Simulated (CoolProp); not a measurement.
Vapour-liquid equilibrium of ethanol (1) + n-hexane (2) at 180.75 °C; x and y are mole fractions of (1).

Computed with CoolProp (multi-fluid Helmholtz-energy mixture model, Schroeder 2014 and Thol 2019; pair parameters Bell 2016).

### Question
Give the bubble pressure and the first vapour's composition at x = 0.05, 0.35, 0.5. Is there an azeotrope?

### Answer
x = 0.05: 1.529 MPa, y = 0.135; x = 0.35: 2.140 MPa, y = 0.459; x = 0.5: 2.238 MPa, y = 0.548. y crosses x between x = 0.5 and 0.65: the model has an azeotrope there.

Pair parameters are fitted to limited data, so mixtures are less certain than the pure fluids.
